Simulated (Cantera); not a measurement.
## Hydrocarbon pyrolysis for carbon deposition

An isothermal, constant-pressure homogeneous reactor starts with 45.5 % CH₄, 54.5 % H₂, at 1450 K and 0.720 bar.

Detailed kinetics in Cantera: GRI-Mech 3.0 (53 species, 325 reactions). GRI-Mech 3.0 stops at C3 and has no aromatics, soot or wall deposition, so with more carbon than oxygen in the feed, carbon stays in small species such as C2H2 where larger ones or solid carbon would form.

```
t (s)     x CH₄   x H₂    x C₂H₆    x CH₃     x CH₂
--------  -----  -----  --------  -------  --------
6.00e-6   0.455  0.545  1.94e-11  7.55e-7    <1e-12
2.00e-5   0.455  0.545  7.39e-10  2.53e-6    <1e-12
6.65e-5   0.455  0.545   2.72e-8  8.40e-6  5.85e-12
0.000221  0.455  0.545   9.13e-7  2.61e-5  5.72e-11
0.000736  0.454  0.545   1.70e-5  5.45e-5  2.48e-10
0.00245   0.454  0.546   8.85e-5  6.73e-5  3.78e-10
0.00815   0.453  0.546  0.000190  7.85e-5  5.14e-10
0.0271    0.451  0.548  0.000212  8.06e-5  5.44e-10
0.0903    0.441  0.554  0.000209  7.95e-5  5.42e-10
0.300     0.411  0.573  0.000189  7.54e-5  5.24e-10
1.00      0.335  0.623  0.000151  6.55e-5  4.86e-10
```
x: mole fraction; the columns are a selection and need not sum to one.

Equilibrium at this temperature and pressure: CH₄ 0.182, H₂ 0.721, C₂H₆ 0.000127, CH₃ 4.83e-5, CH₂ 4.95e-10 (gas phase only).
